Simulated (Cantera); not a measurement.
A perfectly stirred reactor is fed with CH4 : C2H6 : O2 : N2 = 1 : 0.059 : 5.01 : 18.9 (molar parts), equivalence ratio 0.44, at 8.30 bar; it is adiabatic with a 750 K inlet, and is followed from long to short residence time, starting on the burning branch (τ in s: 0.4, 0.14, 0.049, 0.017, 0.0059, 0.002, 0.0007, 0.00024, 8.5e-05, 2.9e-05, 1e-05).

Model: GRI-Mech 3.0 (53 species, 325 reactions), integrated in Cantera.

One state of this run: T (K) = 1645; x CH4 = 0.000680; x C2H6 = 1.20e-5; x O2 = 0.118; x N2O = 1.97e-6; x CH3 = 8.26e-5; x O = 0.000173; x HO2 = 7.36e-5. x: mole fraction; the columns are a selection and need not sum to one.

**Question.** Which value of τ (s) does it belong to?
A) 0.0059
B) 2.9e-5
C) 0.00024
D) 1.0e-5

**Answer.** C, 0.00024
